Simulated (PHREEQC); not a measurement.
Synthetic water in mg/kgw, 25 °C, pH 2.24, pe 8.4: Na 2540; K 89.4; Ca 54.7; Mg 133; Cl 92.5; S(6) as SO4 6590; Mn(2) 0.785; Al 1.73; Br 97.1; Si as SiO2 90.1.

Valence states are taken as typed.

Computed with PHREEQC (ion-association model, wateq4f.dat).

This is a speciation only: nothing precipitates in the calculation.

### Question
Predict the ionic strength, charge-balance error.

### Answer
ionic strength 0.167 mol/kgw; charge-balance error 1.6 %.

### Question
In which forms is S present?

### Answer
SO4-2 68 %, HSO4- 16 %, NaSO4- 11 %, MgSO4 4.3 %, CaSO4 0.9 % of the S.

The solution is supersaturated, for example in Quartz (slow to form), Chalcedony (slow to form), so a real one may precipitate; this is no full list.
